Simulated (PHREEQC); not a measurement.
Solution (75 °C): 3.2 mmol/kgw NH4HF2. It is in equilibrium with CO2 at log p = -2 (atm). Otherwise closed; pH follows from the charge balance.

The numbers come from PHREEQC with the ion-association model, phreeqc.dat.

Each row changes one thing in this solution. No solid was allowed to form.

```
case                                             pH  ionic strength (mol/kgw)  F- (mol/kgw)  HF (mol/kgw)  HF2- (mol/kgw)  HCO3- (mol/kgw)
---------------------------------------------  ----  ------------------------  ------------  ------------  --------------  ---------------
as made                                        3.64                   0.00345       0.00340       0.00291         4.30e-5          2.97e-7
NH4HF2 from 0.0032 to 0.032 mol/kgw            3.52                    0.0323        0.0288        0.0281         0.00352          2.54e-7
NH4HF2 from 0.0032 to 0.0048 mol/kgw           3.61                   0.00506       0.00497       0.00444         9.57e-5          2.84e-7
NH4HF2 from 0.0032 to 0.016 mol/kgw            3.56                    0.0163        0.0153        0.0147        0.000979          2.62e-7
NH4HF2 from 0.0032 to 0.00064 mol/kgw          3.81                  0.000801      0.000798      0.000478         1.66e-6          4.25e-7
temperature from 75 to 90 °C                   3.76                   0.00339       0.00334       0.00297         4.11e-5          2.95e-7
diluted 100-fold with water                    4.56                   6.00e-5       5.77e-5       6.33e-6         1.58e-9          2.32e-6
0.0022 mol/kgw TMAH added                      4.33                   0.00545       0.00543      0.000930         2.19e-5          1.48e-6
NH4HF2 replaced by NaBF4 at the same molality  3.21                   0.00385       0.00228       0.00516         5.10e-5          1.12e-7
```

(CH3)4N+ isn't in the database: it is added as a free cation with an ion size of 4 Å. At this temperature some constants are extrapolated from 25 °C, and those without enthalpy data are left unchanged.
